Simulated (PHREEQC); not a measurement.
Solution (25 °C): 0.28 mol/kgw CuSO4, 0.0018 mol/kgw H2SO4 and 0.078 mol/kgw FeCl3. Closed to the air; pH follows from the charge balance.

Equilibrium calculation in PHREEQC: ion-association model, phreeqc.dat.

Problem. The ionic strength comes out as 0.678 mol/kgw. What activity coefficients do Cl-, Fe(SO4)2-, FeCl2+, FeOH+2, Cu+2 get?

Solution. Cl- 0.63, Fe(SO4)2- 0.75, FeCl2+ 0.66, FeOH+2 0.19, Cu+2 0.23.

No solid was allowed to form. The solution is supersaturated, for example in Hematite (slow to form), Goethite (slow to form), so a real one may precipitate; this is no full list. Species that the database lacks are ignored.
